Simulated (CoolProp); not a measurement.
The fluid at 285.57 K and 0.697 MPa flows at 0.14 m/s in a round tube of 2 mm bore and 1.5 µm roughness, fully developed (64/Re and Nu = 3.66 if laminar; Colebrook and Gnielinski if turbulent). The same conditions are run with several fluids, on thermodynamics alone (safety and materials aside).

Values from CoolProp's reference Helmholtz-energy equation of state of each fluid (R227EA: Lemmon 2016; methanol: de Reuck 1993; isobutane: Bücker 2006; R236EA: Rui 2013; n-heptane: Span 2003).

```
fluid      Reynolds number  Darcy friction factor  pressure drop (Pa/m)  heat-transfer coefficient (W/(m² K))  mass flow (kg/h)
---------  ---------------  ---------------------  --------------------  ------------------------------------  ----------------
R227EA                1410                 0.0453                   320                                   116              2.28
methanol               339                  0.189                   739                                   371              1.26
isobutane              911                 0.0702                   195                                   172             0.898
R236EA                 889                 0.0720                   518                                   155              2.32
n-heptane              428                  0.150                   507                                   231              1.09
```

Transport values come from each fluid's own correlations; those of R227EA, R236EA are estimates that may be off by 10 % or more.
